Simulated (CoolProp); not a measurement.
cis-2-butene along the isobar 1.01 bar: Z from the reference equation and from simpler models built on Tc = 435.8 K, pc = 42.36 bar, ω = 0.202; each cubic takes its own stable root.

Values from CoolProp's reference Helmholtz-energy equation of state, Lemmon 2005. It is a short technical equation, of lower accuracy than the large ones.

```json
[
 {"T (K)": "178.4", "phase": "liquid", "reference": "0.005133", "Redlich-Kwong": "0.005688", "Peng-Robinson": "0.005032"},
 {"T (K)": "219.3", "phase": "liquid", "reference": "?", "Redlich-Kwong": "0.004876", "Peng-Robinson": "?"},
 {"T (K)": "260.2", "phase": "liquid", "reference": "0.003977", "Redlich-Kwong": "0.004390", "Peng-Robinson": "?"},
 {"T (K)": "301.1", "phase": "gas", "reference": "?", "Redlich-Kwong": "0.9769", "Peng-Robinson": "0.9738"},
 {"T (K)": "341.9", "phase": "gas", "reference": "0.9812", "Redlich-Kwong": "0.9837", "Peng-Robinson": "0.9816"},
 {"T (K)": "382.8", "phase": "gas", "reference": "0.9872", "Redlich-Kwong": "0.9882", "Peng-Robinson": "0.9867"},
 {"T (K)": "423.7", "phase": "gas", "reference": "0.9909", "Redlich-Kwong": "0.9911", "Peng-Robinson": "0.9901"},
 {"T (K)": "464.6", "phase": "gas", "reference": "0.9932", "Redlich-Kwong": "0.9932", "Peng-Robinson": "0.9925"}
]
```

Task: Some entries are withheld; supply them.

Result: 
- 219.3, reference: 0.004427
- 219.3, Peng-Robinson: 0.004273
- 260.2, Peng-Robinson: 0.003806
- 301.1, reference: 0.9704
